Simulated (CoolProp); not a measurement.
Values from CoolProp's reference Helmholtz-energy equation of state, Lemmon 2006. It is a short technical equation, of lower accuracy than the large ones.

Problem. For R141b, give the phase and the Prandtl number, fugacity coefficient at 500 K and 2630 kPa; 500 K and 3950 kPa; 500 K and 15800 kPa.

Solution. 
- 500 K and 2630 kPa: gas; Prandtl number 0.606, fugacity coefficient 0.828
- 500 K and 3950 kPa: gas; Prandtl number 0.752, fugacity coefficient 0.742
- 500 K and 15800 kPa: supercritical; Prandtl number 2.14, fugacity coefficient 0.329

Viscosity comes from a separate model (Huber 2003), an estimate that may be off by 10 % or more. Thermal conductivity comes from a separate model (Huber 2003), an estimate that may be off by 10 % or more.
